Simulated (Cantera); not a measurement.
Charge: 1 mol SiH₄, 32 mol H₂, at 0.120 bar.

These are equilibrium values from Cantera (NASA tables, ideal gas, pure condensed phases), not measurements of a reactor. Candidate condensed phases: Si; 9 gas species. Gases not in the tables: Si₂H₆ and higher silanes. Equilibrium is a limit: real reactors are often held back by kinetics, nucleation or transport.

Task: At 2298 K, list the 5 most abundant gas species with their mole fractions, and the condensed phases.

Result: H₂ 0.964, H 0.0271, Si 0.00763, SiH 0.000956, SiH₂ 0.000446. Condensed: Si(l).
